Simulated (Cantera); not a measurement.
Thermodynamics of oxide etching and cleaning by halides, feed CaO + F2 + O2

Input: 1 mol CaO, 18 mol F2, 6.8 mol O2, at 28.0 Pa.

These are equilibrium values from Cantera (NASA tables, ideal gas, pure condensed phases), not measurements of a reactor. Candidate condensed phases: Ca, CaF2, CaO; 13 gas species. Equilibrium is a limit: real reactors are often held back by kinetics, nucleation or transport.

```
T (K)  log p F  log p O2  log p CaF2  log p O  log p F2  log p FO  log p FO2  n CaF2(s)
-----  -------  --------  ----------  -------  --------  --------  ---------  ---------
1325     -3.64     -4.31       -7.53    -8.71     -7.38     -9.44     -10.93      0.996
1350     -3.64     -4.31       -7.23    -8.53     -7.50     -9.42     -10.98      0.991
1375     -3.64     -4.31       -6.94    -8.35     -7.62     -9.40     -11.03      0.983
1400     -3.64     -4.31       -6.66    -8.18     -7.73     -9.39     -11.08      0.968
1425     -3.64     -4.31       -6.39    -8.01     -7.84     -9.37     -11.12      0.940
1450     -3.64     -4.31       -6.14    -7.85     -7.95     -9.35     -11.17      0.893
1475     -3.64     -4.31       -5.90    -7.70     -8.05     -9.34     -11.21      0.812
1500     -3.64     -4.31       -5.66    -7.55     -8.15     -9.33     -11.25      0.676
1525     -3.64     -4.31       -5.43    -7.40     -8.25     -9.31     -11.30      0.450
1550     -3.65     -4.32       -5.22    -7.26     -8.35     -9.31     -11.35     0.0831
1575     -3.65     -4.32       -5.18    -7.13     -8.44     -9.29     -11.38          0
1600     -3.65     -4.32       -5.18    -7.00     -8.53     -9.28     -11.42          0
1625     -3.65     -4.32       -5.18    -6.87     -8.61     -9.27     -11.46          0
```
log p: log10 of the partial pressure in bar; n: condensed amount in mol.

From 1325 K to 1550 K the condensed part is CaF2(s). From 1575 K to 1625 K nothing is condensed. The main Ca-bearing gas is CaF2 throughout.
